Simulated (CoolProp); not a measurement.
Ethane at several states: Z from the reference equation and from simpler models built on Tc = 32.2 °C, pc = 4.872 MPa, ω = 0.099; each cubic takes its own stable root.

Computed with CoolProp (reference Helmholtz-energy equation of state, Bücker 2006).

```json
[
 {"T (°C)": "-20.35", "p (MPa)": "0.103", "phase": "gas", "reference": "0.9872", "van der Waals": "0.9901", "Soave-Redlich-Kwong": "0.9874", "Peng-Robinson": "0.9864"},
 {"T (°C)": "293.95", "p (MPa)": "22.8", "phase": "supercritical", "reference": "0.9585", "van der Waals": "0.9020", "Soave-Redlich-Kwong": "0.9974", "Peng-Robinson": "0.9478"},
 {"T (°C)": "-140.35", "p (MPa)": "0.0568", "phase": "liquid", "reference": "0.002558", "van der Waals": "0.003950", "Soave-Redlich-Kwong": "0.002663", "Peng-Robinson": "0.002370"}
]
```
